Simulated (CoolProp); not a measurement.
A single-stage vapour-compression cycle with trans-2-butene: evaporating at 233.15 K (dew point), condensing at 275.15 K (bubble point), superheat 2 K, subcooling 2 K, compressor efficiency 0.7, no pressure losses. Each further row changes one setting.

Values from CoolProp's reference Helmholtz-energy equation of state, Lemmon 2005. It is a short technical equation, of lower accuracy than the large ones.

| case | cooling COP | pressure ratio | discharge temperature (K) | refrigerating effect (kJ/kg) | volumetric capacity (kJ/m³) |
|---|---|---|---|---|---|
| as stated | 3.43 | 6.84 | 308.2 | 357 | 160 |
| evaporating temperature 238.15 K | [?] | 5.22 | 303.4 | 364 | 210 |
| condensing temperature 270.15 K | 3.97 | 5.64 | 300.8 | 368 | 165 |
| subcooling 7 K | [?] | 6.84 | 308.2 | 368 | 165 |
| superheat 12 K | [?] | 6.84 | 319.2 | 371 | 159 |
| compressor efficiency 0.6 | [?] | 6.84 | [?] | 357 | 160 |

**Question.** Some entries are withheld; supply them.

**Answer.** 
- evaporating temperature 238.15 K, cooling COP: 4.05
- subcooling 7 K, cooling COP: 3.54
- superheat 12 K, cooling COP: 3.42
- compressor efficiency 0.6, cooling COP: 2.94
- compressor efficiency 0.6, discharge temperature (K): 318.7
